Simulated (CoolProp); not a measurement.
Vapour-liquid equilibrium of methanol (1) + dimethyl carbonate (2) at 358.4 K; x and y are mole fractions of (1).

Model: multi-fluid Helmholtz-energy mixture model, de Reuck 1993 and Zhou 2011; pair parameters Bell 2016, in CoolProp.

| x | bubble pressure (kPa) | y at the bubble point | dew pressure at overall composition x (kPa) | liquid density (mol/L) |
|---|---|---|---|---|
| 0.05 | 108.7 | 0.228 | 90.63 | 11.17 |
| 0.15 | 142.1 | 0.452 | 100.1 | 11.79 |
| 0.25 | 165.9 | 0.566 | 111.4 | 12.49 |
| 0.35 | 182.9 | 0.636 | 125.0 | 13.28 |
| 0.45 | 195.2 | 0.687 | 141.8 | 14.19 |
| 0.55 | 204.4 | 0.729 | 162.3 | 15.24 |
| 0.65 | 211.3 | 0.768 | 186.3 | 16.45 |
| 0.75 | 216.5 | 0.811 | 208.4 | 17.87 |
| 0.85 | 219.8 | 0.865 | 219.3 | 19.55 |
| 0.95 | 219.8 | 0.944 | 219.7 | 21.55 |

y crosses x between x = 0.85 and 0.95: the model has an azeotrope there.

Pair parameters are fitted to limited data, so mixtures are less certain than the pure fluids.
